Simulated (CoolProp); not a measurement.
The numbers come from the reference Helmholtz-energy equation of state, Thol 2019 in CoolProp.

Give the vapour pressure (MPa), vapour viscosity (µPa s), liquid conductivity (mW/(m K)) of saturated n-pentane at 304.3, 362.5, 397.4 K.


| T (K) | p (MPa) | vapour viscosity (µPa s) | liquid conductivity (mW/(m K)) |
|---|---|---|---|
| 304.3 | 0.0854 | 6.81 | 110 |
| 362.5 | 0.463 | 7.82 | 90.6 |
| 397.4 | 0.988 | 8.31 | 81.5 |

Viscosity comes from a separate model (Quiñones-Cisneros 2006), older than the equation that it now runs on, and unchecked against measurements. Thermal conductivity comes from a separate model (Vassiliou 2015).
